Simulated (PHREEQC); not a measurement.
Polishing slurry liquid

Make-up at 25 °C: 12 mmol/kgw KOH. Closed to the air; pH follows from the charge balance.

All values are PHREEQC results (ion-association model, wateq4f.dat), not measurements.

| Item | Result |
|---|---|
| pH | 12.03 |
| ionic strength | 0.0120 mol/kgw |
| total alkalinity | 12.0 meq/kg |

| species | molality | activity | log γ |
|---|---|---|---|
| OH- | 0.0120 | 0.0107 | -0.050 |
| K+ | 0.0120 | 0.0107 | -0.049 |

No solid was allowed to form.
